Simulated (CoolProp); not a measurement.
Vapour-liquid equilibrium of propane (1) + toluene (2) at 0.17 MPa; x and y are mole fractions of (1).

Model: multi-fluid Helmholtz-energy mixture model, Lemmon 2009 and Lemmon 2006; pair parameters Bell 2016, in CoolProp.

Give the bubble temperature and the first vapour's composition at x = 0.05, 0.55, 0.85. Is there an azeotrope?

x = 0.05: 333.3 K, y = 0.889; x = 0.55: 252.6 K, y = 0.999; x = 0.85: 246.9 K, y = 1.000. No azeotrope shows between x = 0.05 and 0.95.

The pair parameters rest on a limited set of measurements; away from them the model extrapolates. With so large a gap from Raoult's law the liquid may split in two, which this calculation doesn't test in full.
